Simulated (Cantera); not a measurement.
# Equilibrium for silicon oxide and oxynitride deposition: TEOS + N₂O + H₂

Charge: 1 mol TEOS, 2.5 mol N₂O, 24 mol H₂, equilibrated at 9300 Pa.

Equilibrium computed with Cantera from the NASA thermochemical tables; the gas is ideal and each condensed phase is pure. Candidate condensed phases: C, C₆H₆, C₇H₈, C₈H₁₈, H₂O, Si, SiC, SiO₂, Si₂N₂O, Si₃N₄; 151 gas species. The feed counts by its element totals alone. The tables hold silica as quartz up to 1696 K and as liquid above; real silica turns to tridymite and cristobalite and melts near 1996 K. Equilibrium is a limit: real reactors are often held back by kinetics, nucleation or transport.

From 277 °C to 377 °C the condensed part is SiO₂(α-quartz). From 427 °C to 527 °C the condensed part is C(graphite) + SiO₂(α-quartz). From 577 °C to 877 °C the condensed part is C(graphite) + SiO₂(β-quartz).

| T (°C) | x H₂ | x CH₄ | x H₂O | x CO | x N₂ | x CO₂ | n SiO₂(α-quartz) | n C(graphite) | n SiO₂(β-quartz) |
|---|---|---|---|---|---|---|---|---|---|
| 277 | 0.473 | 0.281 | 0.158 | 4.86e-7 | 0.0873 | 9.36e-6 | 1.00 | 0 | 0 |
| 327 | 0.474 | 0.280 | 0.157 | 2.49e-5 | 0.0875 | 0.000234 | 1.00 | 0 | 0 |
| 377 | 0.484 | 0.275 | 0.150 | 0.000633 | 0.0870 | 0.00306 | 1.00 | 0 | 0 |
| 427 | 0.544 | 0.234 | 0.121 | 0.00559 | 0.0833 | 0.0117 | 1.00 | 0.458 | 0 |
| 477 | 0.669 | 0.133 | 0.0922 | 0.0163 | 0.0755 | 0.0137 | 1.00 | 2.60 | 0 |
| 527 | 0.748 | 0.0699 | 0.0615 | 0.0378 | 0.0698 | 0.0131 | 1.00 | 3.67 | 0 |
| 577 | 0.789 | 0.0360 | 0.0344 | 0.0664 | 0.0658 | 0.00884 | 0 | 3.77 | 1.00 |
| 627 | 0.808 | 0.0189 | 0.0163 | 0.0895 | 0.0634 | 0.00416 | 0 | 3.56 | 1.00 |
| 677 | 0.817 | 0.0104 | 0.00720 | 0.101 | 0.0621 | 0.00160 | 0 | 3.44 | 1.00 |
| 727 | 0.822 | 0.00600 | 0.00322 | 0.106 | 0.0616 | 0.000598 | 0 | 3.41 | 1.00 |
| 777 | 0.825 | 0.00362 | 0.00151 | 0.108 | 0.0613 | 0.000233 | 0 | 3.42 | 1.00 |
| 827 | 0.827 | 0.00228 | 0.000751 | 0.109 | 0.0612 | 9.78e-5 | 0 | 3.44 | 1.00 |
| 877 | 0.827 | 0.00149 | 0.000395 | 0.109 | 0.0611 | 4.40e-5 | 0 | 3.46 | 1.00 |
x: gas mole fraction; n: condensed amount in mol.
